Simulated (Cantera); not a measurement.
A closed system holds: 1 mol B, 59 mol H₂, 0.72 mol N₂, equilibrated at 13.3 mbar.

These are equilibrium values from Cantera (NASA tables, ideal gas, pure condensed phases), not measurements of a reactor. Candidate condensed phases: B, BN; 15 gas species. N₂ is the only nitrogen source here; it is nearly inert below about 1500 K, so the nitride shown seldom forms there in practice. Mutual solubility and eutectic melting of coexisting phases are not modelled. The tables' values for BH₂ are old estimates; treat these amounts as uncertain. Equilibrium is a limit: real reactors are often held back by kinetics, nucleation or transport.

x: gas mole fraction; n: condensed amount in mol.

```json
[
 {"T (°C)": "950", "x H₂": "0.996", "x H": "2.60e-6", "x N₂": "0.00371", "x BH₂": "3.23e-11", "x B": "<1e-12", "n BN(s)": "1.00", "n B(s)": "0"},
 {"T (°C)": "1025", "x H₂": "0.996", "x H": "9.26e-6", "x N₂": "0.00371", "x BH₂": "4.05e-10", "x B": "<1e-12", "n BN(s)": "1.00", "n B(s)": "0"},
 {"T (°C)": "1100", "x H₂": "0.996", "x H": "2.88e-5", "x N₂": "0.00371", "x BH₂": "3.85e-9", "x B": "<1e-12", "n BN(s)": "1.00", "n B(s)": "0"},
 {"T (°C)": "1175", "x H₂": "0.996", "x H": "7.97e-5", "x N₂": "0.00371", "x BH₂": "2.88e-8", "x B": "<1e-12", "n BN(s)": "1.000", "n B(s)": "0"},
 {"T (°C)": "1250", "x H₂": "0.996", "x H": "0.000200", "x N₂": "0.00371", "x BH₂": "1.77e-7", "x B": "4.04e-12", "n BN(s)": "1.000", "n B(s)": "0"},
 {"T (°C)": "1325", "x H₂": "0.996", "x H": "0.000460", "x N₂": "0.00371", "x BH₂": "9.11e-7", "x B": "8.04e-11", "n BN(s)": "1.000", "n B(s)": "0"},
 {"T (°C)": "1400", "x H₂": "0.995", "x H": "0.000984", "x N₂": "0.00372", "x BH₂": "4.05e-6", "x B": "1.22e-9", "n BN(s)": "1.000", "n B(s)": "0"},
 {"T (°C)": "1475", "x H₂": "0.994", "x H": "0.00197", "x N₂": "0.00372", "x BH₂": "1.58e-5", "x B": "1.46e-8", "n BN(s)": "0.999", "n B(s)": "0"},
 {"T (°C)": "1550", "x H₂": "0.992", "x H": "0.00374", "x N₂": "0.00374", "x BH₂": "5.47e-5", "x B": "1.42e-7", "n BN(s)": "0.997", "n B(s)": "0"},
 {"T (°C)": "1625", "x H₂": "0.989", "x H": "0.00673", "x N₂": "0.00379", "x BH₂": "0.000171", "x B": "1.14e-6", "n BN(s)": "0.990", "n B(s)": "0"},
 {"T (°C)": "1700", "x H₂": "0.982", "x H": "…", "x N₂": "…", "x BH₂": "0.000393", "x B": "…", "n BN(s)": "…", "n B(s)": "…"},
 {"T (°C)": "1775", "x H₂": "0.968", "x H": "0.0191", "x N₂": "0.0119", "x BH₂": "0.000593", "x B": "2.18e-5", "n BN(s)": "0", "n B(s)": "0.962"},
 {"T (°C)": "1850", "x H₂": "0.957", "x H": "…", "x N₂": "0.0119", "x BH₂": "0.000870", "x B": "…", "n BN(s)": "0", "n B(s)": "0.942"},
 {"T (°C)": "1925", "x H₂": "0.940", "x H": "0.0468", "x N₂": "0.0118", "x BH₂": "0.00123", "x B": "0.000200", "n BN(s)": "0", "n B(s)": "0.910"}
]
```

Problem. Complete the blanks.

Solution. 
- 1850, x H: 0.0304
- 1850, x B: 6.87e-5
- 1700, x H: 0.0116
- 1700, x N₂: 0.00587
- 1700, x B: 6.34e-6
- 1700, n BN(s): 0.739
- 1700, n B(s): 0.236
